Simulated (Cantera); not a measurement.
**Hydrocarbon pyrolysis for carbon deposition**

A perfectly stirred reactor is fed with 2.22 % C2H6, 97.8 % N2, at 0.00336 atm; it is held at 1898 K, and followed from long to short residence time.

Computed with Cantera and GRI-Mech 3.0 (53 species, 325 reactions). GRI-Mech 3.0 stops at C3 and has no aromatics, soot or wall deposition, so with more carbon than oxygen in the feed, carbon stays in small species such as C2H2 where larger ones or solid carbon would form. Radical loss at walls, strong at low pressure, is not modelled.

```json
[
 {"τ (s)": "0.79", "x C2H6": "1.24e-5", "x C2H2": "0.0200", "x C2H4": "9.13e-5", "x H2": "0.0394", "x HCN": "0.000534", "x C2H": "6.93e-6"},
 {"τ (s)": "0.36", "x C2H6": "2.68e-5", "x C2H2": "0.0195", "x C2H4": "0.000187", "x H2": "0.0383", "x HCN": "0.000366", "x C2H": "7.42e-6"},
 {"τ (s)": "0.16", "x C2H6": "5.88e-5", "x C2H2": "0.0188", "x C2H4": "0.000379", "x H2": "0.0367", "x HCN": "0.000249", "x C2H": "8.09e-6"},
 {"τ (s)": "0.071", "x C2H6": "0.000129", "x C2H2": "0.0178", "x C2H4": "0.000740", "x H2": "0.0344", "x HCN": "0.000169", "x C2H": "8.89e-6"},
 {"τ (s)": "0.032", "x C2H6": "0.000275", "x C2H2": "0.0161", "x C2H4": "0.00137", "x H2": "0.0315", "x HCN": "0.000114", "x C2H": "9.69e-6"},
 {"τ (s)": "0.014", "x C2H6": "0.000601", "x C2H2": "0.0136", "x C2H4": "0.00243", "x H2": "0.0274", "x HCN": "7.45e-5", "x C2H": "1.02e-5"},
 {"τ (s)": "0.0064", "x C2H6": "0.00125", "x C2H2": "0.0104", "x C2H4": "0.00382", "x H2": "0.0223", "x HCN": "4.74e-5", "x C2H": "9.92e-6"},
 {"τ (s)": "0.0029", "x C2H6": "0.00260", "x C2H2": "0.00639", "x C2H4": "0.00517", "x H2": "0.0162", "x HCN": "2.75e-5", "x C2H": "8.12e-6"}
]
```
x: mole fraction; the columns are a selection and need not sum to one.
